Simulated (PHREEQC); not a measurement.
Dissolve 0.19 mol/kgw NiSO4 and 0.0012 mol/kgw ZnCl2 at 60 °C. Closed to the air; pH follows from the charge balance.

Equilibrium calculation in PHREEQC: ion-association model, wateq4f.dat.

Each row changes one thing in this solution. No solid was allowed to form.

```
case                                             pH  ionic strength (mol/kgw)  SO4-2 (mol/kgw)  HSO4- (mol/kgw)
---------------------------------------------  ----  ------------------------  ---------------  ---------------
as made                                        5.63                     0.352           0.0867          1.49e-5
temperature from 60 to 85 °C                   5.48                     0.352           0.0866          4.00e-5
NiSO4 from 0.19 to 0.095 mol/kgw               5.66                     0.198           0.0485          9.28e-6
NiSO4 replaced by FeSO4 at the same molality   5.47                     0.321           0.0790          2.04e-5
NiSO4 from 0.19 to 0.171 mol/kgw               5.64                     0.324           0.0796          1.38e-5
NiSO4 replaced by NaHSO4 at the same molality  1.38                     0.276           0.0418            0.137
NiSO4 replaced by H2SO4 at the same molality   0.80                     0.219           0.0131            0.177
ZnCl2 left out                                 5.64                     0.350           0.0872          1.46e-5
```

Species that the database lacks are ignored. Constants without temperature data keep their 25 °C values here.
